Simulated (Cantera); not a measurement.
Mixture: CH4 : H2 : O2 : N2 : H2O = 1 : 0.082 : 1.07 : 4.19 : 0.21 (molar parts), at 2800000 Pa, adiabatic and at constant pressure. Ignition delay is the time to a rise of 400 K.

Model: GRI-Mech 3.0 (53 species, 325 reactions), integrated in Cantera. The pressure lies above the range GRI-Mech 3.0 was tuned for (to about 10 atm). Below about 1000 K GRI-Mech 3.0 lacks low-temperature oxidation paths. Below about 950 K walls govern HO2 and H2O2 in real vessels.

```
quantity                                                before       after
--------------------------------------------------  ----------  ----------
delay at 875 K                                         0.142 s     0.142 s
delay at 1025 K                                        4.97 ms     4.15 ms
delay at 1175 K                                       0.762 ms    0.517 ms
delay at 1325 K                                       0.235 ms    0.158 ms
delay at 1475 K                                        79.4 µs     58.6 µs
apparent activation energy between 1325 and 1475 K  120 kJ/mol  110 kJ/mol
```

**Question.** What was changed between the two runs?
A. constant volume in place of constant pressure
B. CH4 1 to 1.4 parts
C. pressure from 2800000 Pa to 78000 Pa
D. H2 0.082 to 0.15 parts

**Answer.** D, H2 0.082 to 0.15 parts
